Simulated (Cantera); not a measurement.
Mixture: CH₄ : CO : O₂ : N₂ = 1 : 0.037 : 2.19 : 8.25 (molar parts), equivalence ratio 0.92, at 10.0 bar, adiabatic and at constant pressure. Ignition delay is the time to a rise of 400 K.

Computed with Cantera and GRI-Mech 3.0 (53 species, 325 reactions).

Task: Predict: delay at 1150 K; delay at 1250 K; delay at 1350 K; delay at 1450 K; delay at 1550 K; delay at 1650 K; delay at 1750 K; apparent activation energy between 1550 and 1750 K.

Result: 
```json
{
 "delay at 1150 K": "9.17 ms",
 "delay at 1250 K": "2.60 ms",
 "delay at 1350 K": "0.839 ms",
 "delay at 1450 K": "0.298 ms",
 "delay at 1550 K": "0.116 ms",
 "delay at 1650 K": "48.8 µs",
 "delay at 1750 K": "22.6 µs",
 "apparent activation energy between 1550 and 1750 K": "180 kJ/mol"
}
```
